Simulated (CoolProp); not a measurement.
Properties of chloromethane (R40) along the isotherm 339.3 K (Tc = 418.6 K, pc = 6929 kPa, ω = 0.150).

Values from CoolProp's reference Helmholtz-energy equation of state, Thol 2014.

| p (kPa) | phase | density (kg/m³) | cp (kJ/(kg K)) | cv (kJ/(kg K)) | Joule-Thomson coefficient (K/MPa) | isothermal compressibility (1/MPa) |
|---|---|---|---|---|---|---|
| 2310 | liquid | 822.8 | 1.775 | 0.9650 | 0.04539 | 0.005029 |
| 4620 | liquid | 831.9 | 1.735 | 0.9577 | -0.007554 | 0.004459 |
| 6930 | liquid | ? | 1.703 | 0.9517 | -0.05058 | 0.004018 |
| 9240 | liquid | 847.5 | 1.677 | 0.9467 | -0.08646 | 0.003666 |
| 11500 | liquid | 854.3 | ? | 0.9426 | -0.1164 | 0.003383 |
| 13900 | liquid | 861.0 | 1.634 | 0.9388 | -0.1438 | 0.003132 |
| 16200 | liquid | 867.0 | 1.617 | 0.9357 | -0.1668 | 0.002928 |
| 18500 | liquid | 872.7 | 1.602 | 0.9331 | -0.1871 | 0.002752 |
| 20800 | liquid | 878.0 | 1.589 | ? | ? | 0.002598 |
| 23100 | liquid | 883.2 | 1.576 | 0.9287 | -0.2217 | 0.002463 |
| 25400 | liquid | 888.1 | 1.565 | 0.9270 | ? | 0.002342 |
| 27700 | liquid | 892.7 | 1.555 | 0.9254 | ? | 0.002234 |
| 30000 | liquid | 897.2 | 1.546 | 0.9241 | -0.2623 | 0.002137 |
| 32300 | liquid | 901.6 | 1.538 | 0.9229 | -0.2737 | 0.002048 |
| 34600 | liquid | 905.7 | 1.530 | 0.9219 | -0.2842 | 0.001968 |

Question: Fill in the missing entries.

Answer: 
- 6930, density (kg/m³): 840.0
- 11500, cp (kJ/(kg K)): 1.654
- 20800, cv (kJ/(kg K)): 0.9308
- 20800, Joule-Thomson coefficient (K/MPa): -0.2053
- 25400, Joule-Thomson coefficient (K/MPa): -0.2365
- 27700, Joule-Thomson coefficient (K/MPa): -0.2500
